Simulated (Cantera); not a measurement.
Cantera run, input and output.

```python
import numpy as np
import cantera as ct

gas = ct.Solution("gri30.yaml")


def delay(T, t_max=10):
    gas.TPX = T, 690000, {'CH4': 1, 'C2H6': 0.11, 'O2': 3.02, 'N2': 8.15}
    reactor = ct.IdealGasConstPressureReactor(gas, clone=False)
    net = ct.ReactorNet([reactor])
    net.rtol, net.atol = 1e-8, 1e-16
    while net.time < t_max:
        t_old, T_old = net.time, reactor.T
        net.step()
        if reactor.T > T + 400:  # ignition: a rise of 400 K
            return t_old + (T + 400 - T_old) / (reactor.T - T_old) * (net.time - t_old)
    return np.nan


taus = []
for T in [1098, 1148, 1198, 1248, 1298, 1348, 1398, 1448, 1498, 1548]:
    taus.append(delay(T))
    print(f"T0 = {T:6g} K   tau = {taus[-1]:.4e} s")
```

Output:

```
T0 =   1098 K   tau = 4.4940e-03 s
T0 =   1148 K   tau = 2.0881e-03 s
T0 =   1198 K   tau = 1.0617e-03 s
T0 =   1248 K   tau = 5.8036e-04 s
T0 =   1298 K   tau = 3.3549e-04 s
T0 =   1348 K   tau = 2.0237e-04 s
T0 =   1398 K   tau = 1.2615e-04 s
T0 =   1448 K   tau = 8.0731e-05 s
T0 =   1498 K   tau = 5.2847e-05 s
T0 =   1548 K   tau = 3.5332e-05 s
```

Detailed kinetics in Cantera: GRI-Mech 3.0 (53 species, 325 reactions).
